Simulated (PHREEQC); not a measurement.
A solution holds 0.0092 mol CdCl2, 1.3 mol KCl and 0.55 mol H2SO4 per kg of water, at 25 °C. It is in equilibrium with CO2 at log p = -2 (atm). Otherwise closed; pH follows from the charge balance.

The numbers come from PHREEQC with the ion-association model, phreeqc.dat.

| Property | Value |
|---|---|
| pH | 0.30 |
| ionic strength | 2.00 mol/kgw |
| activity of water | 0.936 |
| density | 1.085 g/cm³ |
| total alkalinity | -1100 meq/kg |

```tsv
species	molality	activity	log γ
Cl-	1.30	0.757	-0.235
K+	1.23	0.702	-0.245
H+	0.693	0.503	-0.139
HSO4-	0.407	0.415	0.008
SO4-2	0.0754	0.00848	-0.949
KSO4-	0.0672	0.0418	-0.206
CdCl2	0.00408	0.00647	0.200
CdCl3-	0.00303	0.00309	0.008
```

No solid was allowed to form. Caution: at this ionic strength the ion-association model is outside its range; a Pitzer model would be the better tool where its parameters exist. Species that the database lacks are ignored.
